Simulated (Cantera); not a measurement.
Feed: 1 mol PbCl2, 0.27 mol HCl, 3 mol H2, equilibrated at 0.390 bar.

Method: chemical equilibrium by Gibbs-energy minimisation in Cantera with the NASA 1993 tables (ideal gas, pure condensed phases). Candidate condensed phases: Pb, PbCl2; 10 gas species. Rates play no part.

**Question.** At 1700 °C, list the 4 most abundant gas species with their mole fractions, and the condensed phases.

**Answer.** H2 0.452, HCl 0.347, Pb 0.102, PbCl 0.0889. Condensed: gas only.
